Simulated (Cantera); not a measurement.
An isothermal, constant-pressure homogeneous reactor starts with N₂O : H₂ : N₂ = 1 : 0.048 : 6.4 (molar parts), at 1350 K and 0.133 bar. Integrator tolerance rtol = 1e-08.

Model: GRI-Mech 3.0 (53 species, 325 reactions), integrated in Cantera. GRI-Mech 3.0 was tuned for natural gas; its chemistry of N2O as a main component is partial and can be far from experiment. The mechanism lacks the step 2 NO + O2 → 2 NO2, which can matter for NO2 below about 1400 K. The temperature is held fixed by assumption; the heat of reaction is taken as removed at once.

Task: What does this change do: pressure from 0.133 bar to 0.0133 bar?

Result: 
```tsv
quantity	before	after
x(N₂O) at 5.00 s	0.00148 (gas-phase equilibrium 8.15e-9)	0.0734 (gas-phase equilibrium 2.58e-9)
x(H₂) at 5.00 s	1.56e-7 (gas-phase equilibrium 1.39e-8)	3.85e-7 (gas-phase equilibrium 4.40e-8)
x(O) at 5.00 s	3.07e-6 (gas-phase equilibrium 2.85e-7)	1.23e-5 (gas-phase equilibrium 9.00e-7)
x(H₂O) at 5.00 s	0.00605 (gas-phase equilibrium 0.00605)	0.00626 (gas-phase equilibrium 0.00605)
x(OH) at 5.00 s	1.80e-5 (gas-phase equilibrium 5.47e-6)	3.59e-5 (gas-phase equilibrium 9.73e-6)
x(NO) at 5.00 s	0.0163 (gas-phase equilibrium 0.000317)	0.00762 (gas-phase equilibrium 0.000317)
x(O₂) at 5.00 s	0.0512 (gas-phase equilibrium 0.0599)	0.0217 (gas-phase equilibrium 0.0599)
```
Radical loss at walls, strong at low pressure, is not modelled.

Task: What does this change do: pressure from 0.133 bar to 0.0267 bar?

Result: 
```csv
quantity,before,after
x(N₂O) at 5.00 s,0.00148 (gas-phase equilibrium 8.15e-9),0.0428 (gas-phase equilibrium 3.65e-9)
x(H₂) at 5.00 s,1.56e-7 (gas-phase equilibrium 1.39e-8),4.47e-7 (gas-phase equilibrium 3.11e-8)
x(O) at 5.00 s,3.07e-6 (gas-phase equilibrium 2.85e-7),1.19e-5 (gas-phase equilibrium 6.37e-7)
x(H₂O) at 5.00 s,0.00605 (gas-phase equilibrium 0.00605),0.00617 (gas-phase equilibrium 0.00605)
x(OH) at 5.00 s,1.80e-5 (gas-phase equilibrium 5.47e-6),3.54e-5 (gas-phase equilibrium 8.19e-6)
x(NO) at 5.00 s,0.0163 (gas-phase equilibrium 0.000317),0.0117 (gas-phase equilibrium 0.000317)
x(O₂) at 5.00 s,0.0512 (gas-phase equilibrium 0.0599),0.0341 (gas-phase equilibrium 0.0599)
```
Radical loss at walls, strong at low pressure, is not modelled.
